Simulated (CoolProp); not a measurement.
Vapour-liquid equilibrium of methanol (1) + benzene (2) at 461.2 K; x and y are mole fractions of (1).

Values from CoolProp's multi-fluid Helmholtz-energy mixture model, de Reuck 1993 and Thol 2012; pair parameters Bell 2016.

```csv
x,"bubble pressure, mixture model (MPa)","bubble pressure, Raoult's law (MPa)","y, mixture model","y, Raoult's law"
0.05,1.490,1.281,___,0.125
0.2,2.113,1.584,0.446,0.404
0.35,___,1.886,___,0.593
0.5,___,2.189,___,0.730
0.65,2.941,2.491,___,0.834
0.8,___,2.794,___,0.916
0.95,3.179,3.096,0.954,0.981
```

What belongs in the gaps?


- 0.05, y, mixture model: 0.196
- 0.35, bubble pressure, mixture model (MPa): 2.484
- 0.35, y, mixture model: 0.558
- 0.5, bubble pressure, mixture model (MPa): 2.742
- 0.5, y, mixture model: 0.642
- 0.65, y, mixture model: 0.728
- 0.8, bubble pressure, mixture model (MPa): 3.089
- 0.8, y, mixture model: 0.830

The largest gap from Raoult's law is +33.4 % in bubble pressure, at x = 0.2. No azeotrope shows between x = 0.05 and 0.95.

Pair parameters are fitted to limited data, so mixtures are less certain than the pure fluids.
